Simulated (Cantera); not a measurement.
What does this Cantera script print?

```python
import numpy as np
import cantera as ct

gas_names = """
    H HO2 H2 H2O H2O2 O OH O2 O3 Pb PbO Pb2
""".split()
cond_names = """
    H2O(s) H2O(L) Pb(cr) Pb(L) PbO(rd) PbO(yw) PbO(L) PbO2(s) Pb3O4(s)
""".split()


# ... load() reads the species with a 1 bar reference pressure and builds the phases ...
atoms = {
    'PbO': {'Pb': 1, 'O': 1},
    'O2': {'O': 2},
    'H2': {'H': 2},
}
top_T = {'Pb3O4(s)': 820}  # K; cautious upper limits of use, not melting points


# ... equilibrate(T, P, feed) seeds the gas with the atoms and calls Mixture.equilibrate('TP', solver="vcs", rtol=1e-11, max_steps=5000) ...
results = []
feed = {'PbO': 1, 'O2': 1.7, 'H2': 0.27}  # mol
P = 1300  # Pa
for T in [475, 575, 675, 775, 875, 975, 1075, 1175, 1275, 1375, 1475, 1575]:
    mix = equilibrate(T, P, feed)
    results.append((T, P, feed, dict(zip(mix.species_names, mix.species_moles))))
    x = sorted(zip(gas.X, gas.species_names), reverse=True)
    print(f"T = {T:g} K  P = {P:g} Pa  gas = {mix.phase_moles(0):.4g} mol")
    print("   x: " + "  ".join(f"{s} {v:.3e}" for v, s in x if v > 0.001))
    print("   condensed (mol): " + ("  ".join(f"{mix.phase(i).name} {mix.phase_moles(i):.4g}"
          for i in range(1, mix.n_phases) if mix.phase_moles(i) > 1e-12) or "none"))
```

It prints:

```
T = 475 K  P = 1300 Pa  gas = 1.668 mol
   x: O2 8.382e-01  H2O 1.618e-01
   condensed (mol): Pb3O4(s) 0.3333
T = 575 K  P = 1300 Pa  gas = 1.835 mol
   x: O2 8.529e-01  H2O 1.471e-01
   condensed (mol): PbO(rd) 1
T = 675 K  P = 1300 Pa  gas = 1.835 mol
   x: O2 8.529e-01  H2O 1.471e-01
   condensed (mol): PbO(rd) 1
T = 775 K  P = 1300 Pa  gas = 1.835 mol
   x: O2 8.529e-01  H2O 1.471e-01
   condensed (mol): PbO(yw) 1
T = 875 K  P = 1300 Pa  gas = 1.835 mol
   x: O2 8.529e-01  H2O 1.471e-01
   condensed (mol): PbO(yw) 1
T = 975 K  P = 1300 Pa  gas = 1.835 mol
   x: O2 8.529e-01  H2O 1.471e-01
   condensed (mol): PbO(yw) 1
T = 1075 K  P = 1300 Pa  gas = 1.835 mol
   x: O2 8.527e-01  H2O 1.471e-01
   condensed (mol): PbO(yw) 0.9996
T = 1175 K  P = 1300 Pa  gas = 1.841 mol
   x: O2 8.502e-01  H2O 1.467e-01  PbO 3.101e-03
   condensed (mol): PbO(L) 0.9943
T = 1275 K  P = 1300 Pa  gas = 1.877 mol
   x: O2 8.337e-01  H2O 1.438e-01  PbO 2.230e-02
   condensed (mol): PbO(L) 0.9578
T = 1375 K  P = 1300 Pa  gas = 2.089 mol
   x: O2 7.502e-01  H2O 1.292e-01  PbO 1.181e-01  Pb 2.354e-03
   condensed (mol): PbO(L) 0.7483
T = 1475 K  P = 1300 Pa  gas = 2.859 mol
   x: O2 5.556e-01  PbO 3.335e-01  H2O 9.434e-02  Pb 1.635e-02
   condensed (mol): none
T = 1575 K  P = 1300 Pa  gas = 2.879 mol
   x: O2 5.585e-01  PbO 3.175e-01  H2O 9.353e-02  Pb 2.990e-02
   condensed (mol): none
```

Cantera equilibrium calculation (NASA polynomials, part measured and part estimated; ideal gas, pure solids and liquids). Gases not in the tables: (PbO)n polymers.
